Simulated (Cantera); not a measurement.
## Hydrocarbon pyrolysis for carbon deposition

An isothermal, constant-pressure homogeneous reactor starts with 8.33 % CH4, 91.7 % N2, at 1750 K and 20.0 Torr.

Model: GRI-Mech 3.0 (53 species, 325 reactions), integrated in Cantera. GRI-Mech 3.0 stops at C3 and has no aromatics, soot or wall deposition, so with more carbon than oxygen in the feed, carbon stays in small species such as C2H2 where larger ones or solid carbon would form. Radical loss at walls, strong at low pressure, is not modelled.

| t (s) | x CH4 | x CH2 | x CH3 | x C2H6 | x H2 |
|---|---|---|---|---|---|
| 0.000100 | 0.0833 | 1.20e-10 | 1.04e-5 | 6.23e-11 | 4.86e-6 |
| 0.000269 | 0.0833 | 7.61e-10 | 2.92e-5 | 1.27e-9 | 1.43e-5 |
| 0.000725 | 0.0832 | 4.67e-9 | 7.97e-5 | 2.13e-8 | 3.99e-5 |
| 0.00195 | 0.0831 | 3.00e-8 | 0.000215 | 2.74e-7 | 0.000115 |
| 0.00525 | 0.0826 | 1.89e-7 | 0.000571 | 2.59e-6 | 0.000438 |
| 0.0141 | 0.0791 | 1.01e-6 | 0.00140 | 1.74e-5 | 0.00356 |
| 0.0381 | 0.0561 | 2.38e-6 | 0.00187 | 3.16e-5 | 0.0322 |
| 0.102 | 0.0248 | 1.62e-6 | 0.000959 | 7.99e-6 | 0.0794 |
| 0.276 | 0.00796 | 9.23e-7 | 0.000388 | 1.20e-6 | 0.104 |
| 0.743 | 0.00186 | 4.17e-7 | 0.000122 | 1.06e-7 | 0.112 |
| 2.00 | 0.000416 | 1.42e-7 | 3.34e-5 | 7.18e-9 | 0.115 |
x: mole fraction; the columns are a selection and need not sum to one.

Equilibrium at this temperature and pressure: CH4 9.07e-6, CH2 3.54e-9, CH3 7.76e-7, C2H6 5.62e-12, H2 0.115 (gas phase only).
